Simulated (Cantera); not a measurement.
Input (Python, Cantera) and output of one run.

```python
import numpy as np
import cantera as ct

gas_names = """
    C CH CH2 CH3 CH2OH CH3O CH4 CH3OH CN CO CO2 COOH C2 C2H CHCO,ketyl C2H2,acetylene C2H2,vinylidene
    CH2CO,ketene C2H3,vinyl CH3CN CH3CO,acetyl C2H4 C2H4O,ethylen CH3CHO,ethanal CH3COOH (HCOOH)2 C2H5
    C2H6 CH3OCH3 C2H5OH CCN CNC C2N2 C2O C3 C3H3,propargyl C3H4,allene C3H4,propyne C3H4,cyclo-
    C3H5,allyl C3H6,propylene C3H6,cyclo- C3H6O C3H7,n-propyl C3H7,i-propyl C3H8 C3H8O,1propanol
    C3H8O,2propanol C3O2 C4 C4H2 C4H4,1,3-cyclo- C4H6,butadiene C4H6,2-butyne C4H6,cyclo- C4H8,1-butene
    C4H8,cis2-buten C4H8,tr2-butene C4H8,isobutene C4H8,cyclo- (CH3COOH)2 C4H9,n-butyl C4H9,i-butyl
    C4H9,s-butyl C4H9,t-butyl C4H10,isobutane C4H10,n-butane C4N2 C5 C5H6,1,3cyclo- C5H8,cyclo-
    C5H10,1-pentene C5H10,cyclo- C5H11,pentyl C5H11,t-pentyl C5H12,n-pentane C5H12,i-pentane
    CH3C(CH3)2CH3 C6H2 C6H5,phenyl C6H5O,phenoxy C6H6 C6H5OH,phenol C6H10,cyclo- C6H12,1-hexene
    C6H12,cyclo- C6H13,n-hexyl C7H7,benzyl C7H8 C7H8O,cresol C7H14,1-heptene C7H15,n-heptyl
    C7H16,n-heptane C8H8,styrene C8H10,ethylbenz C8H16,1-octene C8H17,n-octyl C8H18,isooctane
    C8H18,n-octane C9H19,n-nonyl C10H8,naphthale C10H21,n-decyl C12H9,o-bipheny C12H10,bipheny H HCN HCO
    HCCN HNC HNCO HNO HNO2 HNO3 HO2 H2 HCHO,formaldehy HCOOH H2O H2O2 N NCO NH NH2 NH3 NH2OH NO NO2 NO3
    N2 N2H2 N2H4 N2O O OH O2 O3 Ti TiO TiO2
""".split()
cond_names = """
    C(gr) C6H6(L) C7H8(L) C8H18(L),n-octa H2O(s) H2O(L) Ti(a) Ti(b) Ti(L) TiC(s) TiC(L) TiN(s) TiN(L)
    TiO(a) TiO(b) TiO(L) TiO2(ru) TiO2(L) Ti2O3(a) Ti2O3(b) Ti2O3(L) Ti3O5(a) Ti3O5(b) Ti3O5(L) Ti4O7(s)
    Ti4O7(L)
""".split()


def load(file, names, dense=False):
    # The tables refer to 1 bar. Condensed volumes are neglected.
    table = {s.name: s for s in ct.Species.list_from_file(file)}
    out = []
    for n in names:
        d = dict(table[n].input_data)
        d["thermo"] = dict(d["thermo"], **{"reference-pressure": 1e5})
        if dense:
            d["equation-of-state"] = {"model": "constant-volume", "density": "1e6 g/cm^3"}
        out.append(ct.Species.from_dict(d))
    return out


gas = ct.Solution(thermo="ideal-gas", species=load("nasa_gas.yaml", gas_names))
cond = {s.name: ct.Solution(thermo="fixed-stoichiometry", species=[s], name=s.name)
        for s in load("nasa_condensed.yaml", cond_names, dense=True)}
atoms = {
    'TiO2': {'Ti': 1, 'O': 2},
    'CH4': {'C': 1, 'H': 4},
    'N2': {'N': 2},
}
top_T = {'C(gr)': 4500}  # K; cautious upper limits of use, not melting points


def equilibrate(T, P, feed):
    n = {}
    for name, mol in feed.items():
        for a, k in atoms[name].items():
            n[a] = n.get(a, 0.0) + k * mol
    gas.TPX = T, P, n
    mass = sum(n.values()) * gas.mean_molecular_weight
    gas.equilibrate("TP")
    valid = [c for c in cond.values() if c.min_temp <= T <= top_T.get(c.name, c.max_temp)]
    mix = ct.Mixture([(gas, mass / gas.mean_molecular_weight)] + [(c, 0.0) for c in valid])
    mix.T, mix.P = T, P
    mix.equilibrate("TP", solver="vcs", rtol=1e-11, max_steps=5000)
    return mix


results = []
T = 2398.15  # K
P = 37  # Pa
for m in [0.56, 0.81, 1.2, 1.7, 2.5, 3.6, 5.1, 7.5]:
    feed = {'TiO2': 1, 'CH4': 0.45, 'N2': m}  # mol
    mix = equilibrate(T, P, feed)
    results.append((T, P, feed, dict(zip(mix.species_names, mix.species_moles))))

top = {s: max(r[3][s] / sum(r[3][g] for g in gas_names) for r in results) for s in gas_names}
cols = sorted((s for s in top if top[s] > 1e-06), key=lambda s: -top[s])[:6]
seen = [c for c in cond_names if any(r[3].get(c, 0) > 1e-12 for r in results)]
print("log10 of partial pressures in bar; condensed amounts in mol")
print(f"{'n(N2)':>10s}" + "".join(f"{s[:9]:>10s}" for s in cols + seen))
for T, P, feed, n in results:
    ng = sum(n[g] for g in gas_names)
    print(f"{feed['N2']:10.4g}" + "".join(f"{np.log10(max(n[s] / ng * P / 1e5, 1e-99)):10.3f}" for s in cols)
          + "".join(f"{n.get(c, 0):10.4g}" for c in seen))
```

It prints:

```
log10 of partial pressures in bar; condensed amounts in mol
     n(N2)        N2         H        CO        H2       TiO      TiO2  Ti3O5(L)
      0.56    -4.115    -3.910    -4.211    -4.216    -4.485    -4.892     0.222
      0.81    -3.998    -3.940    -4.255    -4.275    -4.512    -4.878    0.2145
       1.2    -3.888    -3.982    -4.316    -4.359    -4.548    -4.861    0.2025
       1.7    -3.804    -4.028    -4.383    -4.452    -4.584    -4.842    0.1869
       2.5    -3.726    -4.092    -4.472    -4.579    -4.628    -4.820    0.1616
       3.6    -3.665    -4.163    -4.570    -4.722    -4.671    -4.799    0.1262
       5.1    -3.619    -4.242    -4.676    -4.880    -4.710    -4.779   0.07738
       7.5    -3.580    -4.342    -4.804    -5.079    -4.750    -4.762         0
```

Method: chemical equilibrium by Gibbs-energy minimisation in Cantera with the NASA 1993 tables (ideal gas, pure condensed phases).
